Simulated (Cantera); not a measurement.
A closed system holds: 1 mol SiH4, 0.049 mol CH4, 1000 mol H2, equilibrated at 0.270 bar.

Cantera equilibrium calculation (NASA polynomials, part measured and part estimated; ideal gas, pure solids and liquids). Candidate condensed phases: C, C6H6, C7H8, C8H18, Si, SiC; 87 gas species. Mutual solubility and eutectic melting of coexisting phases are not modelled. Gases not in the tables: Si2H6 and higher silanes. Rates play no part.

x: gas mole fraction; n: condensed amount in mol.

| T (°C) | x H2 | x H | x Si | x SiH2 | x SiH | n Si(s) | n SiC(s) | n Si(l) |
|---|---|---|---|---|---|---|---|---|
| 650 | 1.000 | 4.71e-10 | <1e-12 | 8.30e-12 | <1e-12 | 0.963 | 0.0372 | 0 |
| 800 | 1.000 | 2.70e-8 | <1e-12 | 6.77e-10 | <1e-12 | 0.960 | 0.0402 | 0 |
| 950 | 1.000 | 5.79e-7 | 1.19e-11 | 1.87e-8 | 8.04e-11 | 0.958 | 0.0420 | 0 |
| 1100 | 1.000 | 6.41e-6 | 1.44e-9 | 2.51e-7 | 4.24e-9 | 0.956 | 0.0432 | 0 |
| 1250 | 1.000 | 4.45e-5 | 6.68e-8 | 2.01e-6 | 1.01e-7 | 0.953 | 0.0440 | 0 |
| 1400 | 1.000 | 0.000219 | 1.55e-6 | 1.10e-5 | 1.36e-6 | 0.941 | 0.0446 | 0 |
| 1550 | 0.999 | 0.000833 | 1.64e-5 | 3.51e-5 | 9.09e-6 | 0 | 0.0433 | 0.895 |
| 1700 | 0.997 | 0.00259 | 0.000117 | 9.06e-5 | 4.39e-5 | 0 | 0.0365 | 0.702 |
| 1850 | 0.992 | ___ | ___ | ___ | ___ | 0 | 0 | 0 |
| 2000 | 0.983 | 0.0160 | 0.000716 | 0.000108 | 0.000142 | 0 | 0 | 0 |
| 2150 | 0.965 | ___ | 0.000792 | ___ | ___ | 0 | 0 | 0 |
| 2300 | 0.935 | 0.0639 | 0.000829 | 3.42e-5 | 9.88e-5 | 0 | 0 | 0 |

Problem. Some entries are withheld; supply them.

Solution. 
- 1850, x H: 0.00688
- 1850, x Si: 0.000585
- 1850, x SiH2: 0.000189
- 1850, x SiH: 0.000156
- 2150, x H: 0.0335
- 2150, x SiH2: 6.05e-5
- 2150, x SiH: 0.000120
